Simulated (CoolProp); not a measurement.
A simple Rankine cycle with p-xylene: condensing at 328.15 K, boiler at 0.509 MPa, turbine inlet 489.2 K, turbine efficiency 0.85, pump efficiency 0.8, no recuperator. Each further row changes one setting.

Model: reference Helmholtz-energy equation of state, Zhou 2012, in CoolProp.

```csv
case,thermal efficiency (%),net work (kJ/kg),heat in (kJ/kg),turbine exit temperature (K),volume ratio over the turbine
as stated,20.4,127,622,405.3,88.6
turbine inlet 509.2 K,20.1,133,663,426.1,87.4
condensing temperature 320.15 K,21.4,136,637,399.1,127
boiler pressure 0.356 MPa,19.0,120,629,413.8,60.2
turbine efficiency 0.75,17.9,112,622,414.6,90.7
```
